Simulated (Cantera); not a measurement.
Source: NASA polynomial tables (part measured, part estimated), evaluated in Cantera. Values are per mole of reaction as written; species without (g) are pure solids or liquids, kept so even where they would boil at 1 bar.

TiCl4 ⇌ Ti + 4 Cl(g), with ΔH° = 1289.3 kJ and ΔS° = 438.9 J/K at 300 K.

Problem. How far is the shortcut ΔG° ≈ ΔH°(300 K) − T·ΔS°(300 K) from the full temperature-dependent value at 398, 423, 448, 473, 498, 523, 548 K?

Solution. 
| T (K) | shortcut (kJ) | full (kJ) | difference (kJ) | difference in log10 K |
|---|---|---|---|---|
| 398 | 1114.7 | 1115.1 | -0.5 | 0.06 |
| 423 | 1103.7 | 1104.4 | -0.7 | 0.09 |
| 448 | 1092.7 | 1093.7 | -1.0 | 0.11 |
| 473 | 1081.7 | 1083.1 | -1.3 | 0.15 |
| 498 | 1070.8 | 1072.5 | -1.7 | 0.18 |
| 523 | 1059.8 | 1061.9 | -2.1 | 0.21 |
| 548 | 1048.8 | 1051.3 | -2.5 | 0.24 |
The shortcut ignores the heat-capacity change of the reaction.
